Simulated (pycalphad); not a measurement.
# Effect of C content in Hf-C

Computed with pycalphad from the COST 507 light-alloy database (1999), at 1 atm. The database dates from 1999; later assessments differ in places, in temperatures and in the compounds included. Amounts are mole fractions of atoms. Diffusion is slow at the low end, where real alloys seldom reach equilibrium.

```
alloy            liquidus (K)  first solid  solidus (K)  phases at 975 K
---------------  ------------  -----------  -----------  ---------------
Hf-0.14C (at.%)          2504       BCC_A2         2496      HCP_A3 1.00
Hf-0.21C (at.%)          2503       BCC_A2         2492      HCP_A3 1.00
Hf-0.28C (at.%)             ?       BCC_A2            ?      HCP_A3 1.00
Hf-0.42C (at.%)          2499       BCC_A2         2482      HCP_A3 1.00
Hf-0.56C (at.%)          2496       BCC_A2         2480      HCP_A3 1.00
Hf-0.84C (at.%)          2491       BCC_A2         2480      HCP_A3 1.00
```

### Question
Complete the blanks.

### Answer

- Hf-0.28C (at.%), liquidus (K): 2501
- Hf-0.28C (at.%), solidus (K): 2488

BCC_A2 is bcc; HCP_A3 is hcp.
